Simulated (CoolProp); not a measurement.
Computed with CoolProp (reference Helmholtz-energy equation of state, Fiedler 2023).

Question: For tetrahydrofuran, give the phase and the cp (kJ/(kg K)), isothermal compressibility (1/MPa) at 159.45 °C and 143 bar; 159.45 °C and 204 bar.

Answer: 
- 159.45 °C and 143 bar: liquid; cp 2.23, isothermal compressibility 0.00267
- 159.45 °C and 204 bar: liquid; cp 2.21, isothermal compressibility 0.00230
